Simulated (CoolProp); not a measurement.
Vapour-liquid equilibrium of ethane (1) + hydrogen sulfide (2) at 276.7 K; x and y are mole fractions of (1).

Values from CoolProp's multi-fluid Helmholtz-energy mixture model, Bücker 2006 and Lemmon 2006; pair parameters Kunz 2012.

Question: Give the bubble pressure and the first vapour's composition at x = 0.35, 0.575, 0.65. Is there an azeotrope?

Answer: x = 0.35: 2.249 MPa, y = 0.561; x = 0.575: 2.497 MPa, y = 0.673; x = 0.65: 2.556 MPa, y = 0.714. y crosses x between x = 0.8 and 0.875: the model has an azeotrope there.

Pair parameters are fitted to limited data, so mixtures are less certain than the pure fluids.
